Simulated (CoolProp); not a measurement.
Properties of R143a along the isotherm 226.85 °C (Tc = 72.7 °C, pc = 3.762 MPa, ω = 0.261).

Model: reference Helmholtz-energy equation of state, Lemmon and Jacobsen 2000, in CoolProp.

| p (MPa) | phase | density (kg/m³) | Joule-Thomson coefficient (K/MPa) |
|---|---|---|---|
| 4.7 | supercritical | ___ | ___ |
| 9.4 | supercritical | 235.9 | 3.212 |
| 14.1 | supercritical | 366.8 | 2.183 |
| 18.8 | supercritical | ___ | ___ |
| 23.5 | supercritical | 556.5 | ___ |
| 28.2 | supercritical | 619.1 | 0.4835 |
| 32.9 | supercritical | 668.7 | 0.2766 |
| 37.6 | supercritical | 709.4 | ___ |

Task: Fill in the missing entries.

Result: 
- 4.7, density (kg/m³): 107.0
- 4.7, Joule-Thomson coefficient (K/MPa): 3.919
- 18.8, density (kg/m³): 474.9
- 18.8, Joule-Thomson coefficient (K/MPa): 1.336
- 23.5, Joule-Thomson coefficient (K/MPa): 0.8059
- 37.6, Joule-Thomson coefficient (K/MPa): 0.1359
